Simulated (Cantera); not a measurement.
What does this Cantera script print?

```python
import numpy as np
import cantera as ct

gas = ct.Solution("gri30.yaml")
gas.TPX = 1750, 31000, {'CH4': 1, 'C2H6': 0.26, 'O2': 2.43, 'N2': 24.3}
reactor = ct.IdealGasConstPressureReactor(gas, energy="on", clone=False)
net = ct.ReactorNet([reactor])
net.rtol, net.atol = 1e-08, 1e-16
show = ['CH4', 'C2H6', 'O2', 'C2H', 'HO2', 'OH']
times = np.geomspace(1e-06, 2, 13)

steps = ct.SolutionArray(gas, extra=["t"])
rows = []
print(f"{'t/s':>10s}{'T/K':>9s}{'P/Pa':>11s}" + "".join(f"{s:>11s}" for s in show))
for t in times:
    while net.time < t:
        t_next = net.step()
        steps.append(gas.state, t=t_next)
    rows.append([np.interp(t, steps.t, y) for y in (steps.T, steps.P, *steps(*show).X.T)])
    print(f"{t:10.3e}{rows[-1][0]:9.1f}{rows[-1][1]:11.4g}" + "".join(f"{x:11.3e}" for x in rows[-1][2:]))
rate = np.gradient(steps.T, steps.t)
print("integrator steps:", len(steps.t))
if steps.T.max() > steps.T[0] + 200:
    print(f"time of steepest temperature rise: {steps.t[rate.argmax()]:.4e} s")
gas.TPX = 1750, 31000, {'CH4': 1, 'C2H6': 0.26, 'O2': 2.43, 'N2': 24.3}
gas.equilibrate("HP")
print(f"equilibrium (HP): T = {gas.T:.1f} K  " + "  ".join(f"{s} {gas[s].X[0]:.3e}" for s in show))
```

It prints:

```
       t/s      T/K       P/Pa        CH4       C2H6         O2        C2H        HO2         OH
 1.000e-06   1749.2    3.1e+04  3.572e-02  9.202e-03  8.681e-02  8.784e-19  7.564e-08  1.618e-07
 3.350e-06   1747.3    3.1e+04  3.572e-02  8.999e-03  8.679e-02  8.576e-16  6.099e-07  1.435e-06
 1.122e-05   1741.4    3.1e+04  3.565e-02  8.326e-03  8.668e-02  1.328e-12  7.530e-06  1.253e-05
 3.761e-05   1731.4    3.1e+04  3.401e-02  5.686e-03  8.509e-02  3.848e-09  5.347e-05  9.999e-05
 1.260e-04   1889.0    3.1e+04  1.390e-02  1.414e-04  5.848e-02  2.299e-06  1.355e-04  6.310e-04
 4.221e-04   2203.6    3.1e+04  6.286e-17  9.018e-32  8.562e-03  2.481e-22  5.188e-07  8.766e-03
 1.414e-03   2267.2    3.1e+04  6.355e-17  6.984e-32  7.380e-03  4.323e-22  4.699e-07  8.398e-03
 4.738e-03   2373.1    3.1e+04  9.447e-17  7.587e-32  5.066e-03  1.249e-21  4.085e-07  7.147e-03
 1.587e-02   2452.6    3.1e+04  2.413e-16  1.767e-31  2.889e-03  3.480e-21  3.323e-07  5.391e-03
 5.318e-02   2460.5    3.1e+04  3.162e-16  2.437e-31  2.411e-03  4.256e-21  2.968e-07  4.939e-03
 1.782e-01   2459.5    3.1e+04  3.208e-16  2.501e-31  2.371e-03  4.272e-21  2.922e-07  4.905e-03
 5.970e-01   2459.5    3.1e+04  3.208e-16  2.501e-31  2.371e-03  4.272e-21  2.922e-07  4.904e-03
 2.000e+00   2459.5    3.1e+04  3.208e-16  2.501e-31  2.371e-03  4.272e-21  2.922e-07  4.904e-03
integrator steps: 1423
time of steepest temperature rise: 1.5771e-04 s
equilibrium (HP): T = 2459.5 K  CH4 4.011e-16  C2H6 3.621e-31  O2 2.371e-03  C2H 4.538e-21  HO2 2.922e-07  OH 4.904e-03
```

Cantera simulation using GRI-Mech 3.0 (53 species, 325 reactions); the numbers are that mechanism's predictions, not measurements.
